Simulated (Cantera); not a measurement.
# Ignition delay

Mixture: CH₄ : O₂ : N₂ = 1 : 4.76 : 17.9 (molar parts), at 23300 Torr, adiabatic and at constant pressure. Ignition delay is the time to a rise of 400 K.

Detailed kinetics in Cantera: GRI-Mech 3.0 (53 species, 325 reactions). The pressure lies above the range GRI-Mech 3.0 was tuned for (to about 10 atm).

| T0 (K) | delay (ms) |
|---|---|
| 1050 | 10.1 |
| 1100 | 4.54 |
| 1150 | 2.21 |
| 1200 | 1.14 |
| 1250 | 0.626 |
| 1300 | 0.359 |
| 1350 | 0.214 |
| 1400 | 0.132 |
| 1450 | 0.0836 |

- apparent activation energy between 1350 and 1450 K = 150 kJ/mol
